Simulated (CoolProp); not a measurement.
Vapour-liquid equilibrium of cyclohexane (1) + m-xylene (2) at 206 kPa; x and y are mole fractions of (1).

Values from CoolProp's multi-fluid Helmholtz-energy mixture model, Zhou 2014 and Zhou 2012; pair parameters Bell 2016.

Question: Give the bubble temperature and the first vapour's composition at x = 0.15, 0.65, 0.85. Is there an azeotrope?

Answer: x = 0.15: 422.4 K, y = 0.436; x = 0.65: 391.1 K, y = 0.886; x = 0.85: 384.1 K, y = 0.955. No azeotrope shows between x = 0.05 and 0.95.

Pair parameters are fitted to limited data, so mixtures are less certain than the pure fluids.
